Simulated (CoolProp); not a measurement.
Vapour pressure (bar) of propylene: the reference equation beside estimates from Tc = 364.2 K, pc = 45.55 bar, ω = 0.146. Clausius-Clapeyron is anchored at 253.9 K with a constant enthalpy of vaporisation of 17.03 kJ/mol.

Values from CoolProp's reference Helmholtz-energy equation of state, Lemmon 2013.

```
T (K)   reference  Clausius-Clapeyron  van der Waals  Redlich-Kwong  Peng-Robinson
-----  ----------  ------------------  -------------  -------------  -------------
243.7       2.161               2.238     (withheld)          2.689          2.161
246.2       2.376               2.438          7.623          2.945          2.374
248.8       2.615               2.659          8.052          3.230          2.612
251.3       2.862               2.886          8.480          3.523          2.858
253.9       3.138               3.138          8.941          3.847          3.132
256.4       3.421               3.394          9.399          4.178          3.414
258.9  (withheld)               3.667          9.872          4.529          3.715
261.5       4.058               3.967          10.38     (withheld)          4.048
264         4.400               4.272          10.88          5.311          4.389
266.6       4.779               4.608          11.43          5.744          4.767
269.1       5.166               4.949          11.96          6.184          5.153
271.6       5.575               5.308          12.51          6.647          5.561
```

### Question
Fill in the missing entries.

### Answer

- 243.7, van der Waals: 7.224
- 258.9, reference: 3.723
- 261.5, Redlich-Kwong: 4.916

Absolute difference from the reference over all 12 rows, mean and median: Clausius-Clapeyron 2.4 and 2.4 %, van der Waals 173.5 and 170.0 %, Redlich-Kwong 21.9 and 21.9 %, Peng-Robinson 0.2 and 0.2 %.
